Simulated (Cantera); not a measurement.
A perfectly stirred reactor is fed with 18.0 % CO, 3.96 % H₂, 21.6 % O₂, 56.5 % N₂, equivalence ratio 0.51, at 0.987 atm; it is adiabatic with a 448 K inlet, and is followed from long to short residence time, starting on the burning branch (τ in s: 0.033, 0.017, 0.0089, 0.0046, 0.0024, 0.0012, 0.00064, 0.00033, 0.00017, 8.8e-05, 4.5e-05, 2.3e-05, 1.2e-05).

Model: GRI-Mech 3.0 (53 species, 325 reactions), integrated in Cantera.

x: mole fraction; the columns are a selection and need not sum to one.

```json
[
 {"τ (s)": "0.033", "T (K)": "2126", "x CO": "0.00689", "x H₂": "0.000280", "x O₂": "0.120", "x HO₂": "2.40e-6", "x O": "0.00183", "x H₂O₂": "5.15e-8", "x OH": "0.00365"},
 {"τ (s)": "0.017", "T (K)": "2099", "x CO": "0.00962", "x H₂": "0.000395", "x O₂": "0.121", "x HO₂": "2.85e-6", "x O": "0.00262", "x H₂O₂": "6.13e-8", "x OH": "0.00423"},
 {"τ (s)": "0.0089", "T (K)": "2062", "x CO": "…", "x H₂": "…", "x O₂": "0.122", "x HO₂": "…", "x O": "…", "x H₂O₂": "…", "x OH": "…"},
 {"τ (s)": "0.0046", "T (K)": "2013", "x CO": "0.0181", "x H₂": "0.000772", "x O₂": "0.123", "x HO₂": "5.32e-6", "x O": "0.00534", "x H₂O₂": "1.04e-7", "x OH": "0.00542"},
 {"τ (s)": "0.0024", "T (K)": "1951", "x CO": "0.0238", "x H₂": "0.00104", "x O₂": "0.125", "x HO₂": "7.79e-6", "x O": "0.00738", "x H₂O₂": "1.46e-7", "x OH": "0.00588"},
 {"τ (s)": "0.0012", "T (K)": "1870", "x CO": "0.0310", "x H₂": "0.00139", "x O₂": "0.127", "x HO₂": "1.17e-5", "x O": "0.0100", "x H₂O₂": "2.19e-7", "x OH": "0.00612"},
 {"τ (s)": "0.00064", "T (K)": "1781", "x CO": "0.0389", "x H₂": "0.00173", "x O₂": "0.129", "x HO₂": "1.65e-5", "x O": "0.0127", "x H₂O₂": "3.38e-7", "x OH": "0.00602"},
 {"τ (s)": "0.00033", "T (K)": "1666", "x CO": "0.0503", "x H₂": "0.00211", "x O₂": "0.133", "x HO₂": "2.37e-5", "x O": "0.0150", "x H₂O₂": "5.87e-7", "x OH": "0.00545"},
 {"τ (s)": "0.00017", "T (K)": "1496", "x CO": "0.0724", "x H₂": "0.00260", "x O₂": "0.144", "x HO₂": "3.66e-5", "x O": "0.0143", "x H₂O₂": "1.27e-6", "x OH": "0.00401"},
 {"τ (s)": "8.8e-5", "T (K)": "448", "x CO": "0.180", "x H₂": "0.0396", "x O₂": "0.216", "x HO₂": "<1e-12", "x O": "<1e-12", "x H₂O₂": "<1e-12", "x OH": "<1e-12"},
 {"τ (s)": "4.5e-5", "T (K)": "448", "x CO": "0.180", "x H₂": "0.0396", "x O₂": "0.216", "x HO₂": "<1e-12", "x O": "<1e-12", "x H₂O₂": "<1e-12", "x OH": "<1e-12"},
 {"τ (s)": "2.3e-5", "T (K)": "448", "x CO": "0.180", "x H₂": "0.0396", "x O₂": "0.216", "x HO₂": "<1e-12", "x O": "<1e-12", "x H₂O₂": "<1e-12", "x OH": "<1e-12"},
 {"τ (s)": "1.2e-5", "T (K)": "448", "x CO": "0.180", "x H₂": "0.0396", "x O₂": "0.216", "x HO₂": "<1e-12", "x O": "<1e-12", "x H₂O₂": "<1e-12", "x OH": "<1e-12"}
]
```

Question: What belongs in the gaps?

Answer: 
- 0.0089, x CO: 0.0133
- 0.0089, x H₂: 0.000555
- 0.0089, x HO₂: 3.74e-6
- 0.0089, x O: 0.00375
- 0.0089, x H₂O₂: 7.77e-8
- 0.0089, x OH: 0.00484
